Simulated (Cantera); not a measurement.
Input: 1 mol SiC, 1.1 mol O2, 11 mol H2, equilibrated at 1248 K.

Cantera equilibrium calculation (NASA polynomials, part measured and part estimated; ideal gas, pure solids and liquids). Candidate condensed phases: C, C6H6, C7H8, C8H18, H2O, Si, SiC, SiO2; 123 gas species. Mutual solubility and eutectic melting of coexisting phases are not modelled. The tables hold silica as quartz up to 1696 K and as liquid above; real silica turns to tridymite and cristobalite and melts near 1996 K. Gases not in the tables: Si(OH)4. The numbers say what is thermodynamically allowed, not how fast it happens.

log p: log10 of the partial pressure in bar; n: condensed amount in mol.

| P (Pa) | log p H2 | log p CH4 | log p CO | log p SiO | log p H2O | n SiO2(β-quartz) | n SiC(s) | n C(graphite) |
|---|---|---|---|---|---|---|---|---|
| 0.100 | -6.07 | -17.62 | -7.11 | -7.20 | -11.45 | 0.200 | 0 | 0 |
| 2.50 | -4.64 | -12.58 | -5.78 | -6.35 | -10.88 | 0.589 | 0.195 | 0 |
| 63 | [?] | [?] | [?] | [?] | [?] | [?] | [?] | 0 |
| 1600 | [?] | [?] | [?] | [?] | [?] | 1.000 | 0 | 0.798 |
| 40000 | -0.41 | -2.77 | -2.15 | -8.63 | -4.37 | 1.00 | 0 | 0.754 |
| 1000000 | 0.95 | -0.10 | -0.78 | -10.05 | -1.58 | 1.00 | 0 | 0 |

Problem. Complete the blanks.

Solution. 
- 1600, log p H2: -1.80
- 1600, log p CH4: -5.56
- 1600, log p CO: -3.54
- 1600, log p SiO: -7.23
- 1600, log p H2O: -7.16
- 63, log p H2: -3.23
- 63, log p CH4: -8.84
- 63, log p CO: -4.40
- 63, log p SiO: -6.80
- 63, log p H2O: -9.02
- 63, n SiO2(β-quartz): 0.731
- 63, n SiC(s): 0.266
